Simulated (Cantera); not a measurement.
Input (Python, Cantera) and output of one run.

```python
import numpy as np
import cantera as ct

gas_names = [...]  # 109 gases of nasa_gas.yaml made of C, Cl, H, Si
cond_names = """
    C(gr) C6H6(L) C7H8(L) C8H18(L),n-octa Si(cr) Si(L) SiC(b)
""".split()


# ... load() reads the species with a 1 bar reference pressure and builds the phases ...
atoms = {
    '(CH3)2SiCl2': {'C': 2, 'H': 6, 'Si': 1, 'CL': 2},
    'H2': {'H': 2},
}
top_T = {'C(gr)': 4500, 'SiC(b)': 3050}  # K; cautious upper limits of use, not melting points


# ... equilibrate(T, P, feed) seeds the gas with the atoms and calls Mixture.equilibrate('TP', solver="vcs", rtol=1e-11, max_steps=5000) ...
results = []
feed = {'(CH3)2SiCl2': 1, 'H2': 22}  # mol
P = 1333.22  # Pa
for T in [1800, 1900, 2000, 2100, 2200, 2300, 2400]:
    mix = equilibrate(T, P, feed)
    results.append((T, P, feed, dict(zip(mix.species_names, mix.species_moles))))

top = {s: max(r[3][s] / sum(r[3][g] for g in gas_names) for r in results) for s in gas_names}
cols = sorted((s for s in top if top[s] > 1e-06), key=lambda s: -top[s])[:5]
seen = [c for c in cond_names if any(r[3].get(c, 0) > 1e-12 for r in results)]
print("log10 of partial pressures in bar; condensed amounts in mol")
print(f"{'T/K':>10s}" + "".join(f"{s[:9]:>10s}" for s in cols + seen))
for T, P, feed, n in results:
    ng = sum(n[g] for g in gas_names)
    print(f"{T:10.4g}" + "".join(f"{np.log10(max(n[s] / ng * P / 1e5, 1e-99)):10.3f}" for s in cols)
          + "".join(f"{n.get(c, 0):10.4g}" for c in seen))
```

Result:

```
log10 of partial pressures in bar; condensed amounts in mol
       T/K        H2         H       HCL        Si        CL     C(gr)    SiC(b)
      1800    -1.911    -4.402    -2.996    -7.116    -5.603     1.004    0.9876
      1900    -1.913    -4.057    -3.000    -6.329    -5.266    0.9991    0.9823
      2000    -1.916    -3.747    -3.006    -5.622    -4.965    0.9902    0.9724
      2100    -1.922    -3.468    -3.016    -4.983    -4.695     0.982    0.9458
      2200    -1.933    -3.216    -3.033    -4.403    -4.454    0.9996    0.8598
      2300    -1.953    -2.991    -3.061    -3.874    -4.241     1.128    0.5733
      2400    -1.986    -2.792    -3.099    -3.507    -4.051     1.371         0
```

These are equilibrium values from Cantera (NASA tables, ideal gas, pure condensed phases), not measurements of a reactor. The feed counts by its element totals alone. The tables' values for SiCl are old estimates; treat these amounts as uncertain. Gases not in the tables: Si2H6 and higher silanes.
